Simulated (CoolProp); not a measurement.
The fluid at 240 K and 0.848 MPa flows at 9 m/s in a round tube of 20 mm bore and 0.25 µm roughness, fully developed (64/Re and Nu = 3.66 if laminar; Colebrook and Gnielinski if turbulent). The same conditions are run with several fluids, on thermodynamics alone (safety and materials aside).

Model: reference Helmholtz-energy equation of state of each fluid (sulfur hexafluoride: Guder 2009; ammonia: Gao 2020; n-pentane: Thol 2019; R125: Lemmon 2005; m-xylene: Zhou 2012), in CoolProp.

| fluid | Reynolds number | Darcy friction factor | pressure drop (Pa/m) | heat-transfer coefficient (W/(m² K)) | mass flow (kg/h) |
|---|---|---|---|---|---|
| sulfur hexafluoride | 984000 | 0.0120 | 42700 | 12100 | 18000 |
| ammonia | 481000 | 0.0134 | 18500 | 37500 | 6940 |
| n-pentane | 374000 | 0.0140 | 19200 | 10900 | 6890 |
| R125 | 795000 | 0.0124 | 36600 | 12500 | 14900 |
| m-xylene | 116000 | 0.0175 | 32300 | 6780 | 9260 |

Transport values come from each fluid's own correlations; those of n-pentane are estimates that may be off by 10 % or more.
